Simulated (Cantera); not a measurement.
A perfectly stirred reactor is fed with 0.562 % H2, 64.6 % O2, 34.9 % N2, at 1330 Pa; it is held at 900 K, and followed from long to short residence time.

Cantera simulation using the H2/O2 subset of GRI-Mech 3.0, which has no nitrogen chemistry; the numbers are that mechanism's predictions, not measurements. Radical loss at walls, strong at low pressure, is not modelled. Below about 950 K walls govern HO2 and H2O2 in real vessels.

x: mole fraction; the columns are a selection and need not sum to one.

| τ (s) | x H2 | x O2 | x H2O2 | x H | x OH | x HO2 | x O |
|---|---|---|---|---|---|---|---|
| 20 | 6.28e-5 | 0.645 | 1.11e-8 | 1.28e-6 | 2.01e-5 | (withheld) | 6.19e-5 |
| 5.5 | 0.000125 | 0.645 | 1.73e-8 | 4.54e-6 | 3.51e-5 | (withheld) | 0.000126 |
| 1.5 | 0.000247 | 0.645 | 2.73e-8 | 1.58e-5 | 6.26e-5 | (withheld) | 0.000245 |
| 0.43 | 0.000475 | 0.644 | 4.15e-8 | 4.99e-5 | 0.000109 | (withheld) | 0.000444 |
| 0.12 | 0.000932 | 0.644 | 6.02e-8 | 0.000143 | 0.000183 | (withheld) | 0.000747 |
| 0.034 | 0.00183 | 0.644 | 7.82e-8 | 0.000303 | 0.000272 | 3.41e-6 | 0.00104 |
| 0.0094 | 0.00358 | 0.644 | 7.12e-8 | 0.000301 | 0.000279 | 3.52e-6 | 0.000871 |

Q: Some entries are withheld; supply them.

A: 
- 20, x HO2: 4.43e-7
- 5.5, x HO2: 7.61e-7
- 1.5, x HO2: 1.27e-6
- 0.43, x HO2: 1.95e-6
- 0.12, x HO2: 2.75e-6
